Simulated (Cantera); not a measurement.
A perfectly stirred reactor is fed with CH4 : CO : O2 : N2 = 1 : 0.077 : 1.57 : 5.9 (molar parts), equivalence ratio 1.3, at 170000 Pa; it is adiabatic with a 450 K inlet, and is followed from long to short residence time, starting on the burning branch (τ in s: 0.16, 0.041, 0.011, 0.0029, 0.00077, 0.0002, 5.4e-05, 1.4e-05, 3.8e-06).

Detailed kinetics in Cantera: GRI-Mech 3.0 (53 species, 325 reactions).

Question: What does this change do: inlet temperature 450 to 750 K?

Answer: 
```json
[
 {"quantity": "blow-out, bracketed by the residence times tried", "before": "burning at 0.200 ms, out at 54.0 µs", "after": "burning at 54.0 µs, out at 14.0 µs"},
 {"quantity": "x(CH4) at τ = 0.160 s", "before": "2.03e-5", "after": "3.21e-6"},
 {"quantity": "x(CO) at τ = 0.160 s", "before": "0.0640", "after": "0.0662"},
 {"quantity": "x(O2) at τ = 0.160 s", "before": "5.97e-5", "after": "0.000171"},
 {"quantity": "x(C2H2) at τ = 0.160 s", "before": "1.93e-7", "after": "4.31e-9"},
 {"quantity": "x(HO2) at τ = 0.160 s", "before": "2.04e-8", "after": "7.87e-8"},
 {"quantity": "x(CH4) at τ = 0.770 ms", "before": "0.000268", "after": "0.000118"},
 {"quantity": "x(CO) at τ = 0.770 ms", "before": "0.0649", "after": "0.0673"},
 {"quantity": "x(O2) at τ = 0.770 ms", "before": "0.00209", "after": "0.00216"},
 {"quantity": "x(C2H2) at τ = 0.770 ms", "before": "1.30e-5", "after": "1.84e-6"},
 {"quantity": "x(HO2) at τ = 0.770 ms", "before": "1.13e-6", "after": "1.01e-6"}
]
```

Question: What does this change do: inlet temperature 450 to 773 K?

Answer: 
```
quantity                                                                       before                               after
------------------------------------------------  -----------------------------------  ----------------------------------
blow-out, bracketed by the residence times tried  burning at 0.200 ms, out at 54.0 µs  burning at 54.0 µs, out at 14.0 µs
x(CH4) at τ = 0.160 s                                                         2.03e-5                             2.79e-6
x(CO) at τ = 0.160 s                                                           0.0640                              0.0664
x(O2) at τ = 0.160 s                                                          5.97e-5                            0.000195
x(C2H2) at τ = 0.160 s                                                        1.93e-7                             3.22e-9
x(HO2) at τ = 0.160 s                                                         2.04e-8                             9.03e-8
x(CH4) at τ = 0.770 ms                                                       0.000268                            0.000112
x(CO) at τ = 0.770 ms                                                          0.0649                              0.0675
x(O2) at τ = 0.770 ms                                                         0.00209                             0.00219
x(C2H2) at τ = 0.770 ms                                                       1.30e-5                             1.63e-6
x(HO2) at τ = 0.770 ms                                                        1.13e-6                             1.02e-6
```
